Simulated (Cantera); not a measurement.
Input: 1 mol PbO, 0.98 mol CH4, 0.045 mol CO, at 10.0 Torr.

Cantera equilibrium calculation (NASA polynomials, part measured and part estimated; ideal gas, pure solids and liquids). Candidate condensed phases: C, C6H6, C7H8, C8H18, H2O, Pb, PbO, PbO2, Pb3O4; 113 gas species. Rates play no part. All values below are at 1675 K.

Base state: H2 0.487, CO 0.256, Pb 0.251, H2O 0.00433, H 0.000702, CO2 0.000687 (mole fractions); condensed: gas only.

What changes in the equilibrium state with this change: PbO replaced by Fe3O4?


| species | before | after |
|---|---|---|
| H2 | 0.487 | 0.445 |
| CO | 0.256 | 0.300 |
| H2O | 0.00433 | 0.210 |
| Pb | 0.251 | 0 |
| CO2 | 0.000687 | 0.0428 |
| Fe | 0 | 0.000311 |
| Fe(OH)2 | 0 | 1.42e-5 |
| OH | 3.02e-7 | 1.53e-5 |
| H | 0.000702 | 0.000671 |
| Fe(δ), mol | 0 | 0.736 |
| FeO(l), mol | 0 | 2.26 |
Mutual solubility and eutectic melting of coexisting phases are not modelled. The tables' stoichiometric FeO is somewhat more stable than real wüstite, so its field is too wide. FeO: taken at fixed stoichiometry. Further candidate phases: Fe, Fe(CO)5, FeO, Fe(OH)2, Fe(OH)3, Fe2O3, Fe3O4.
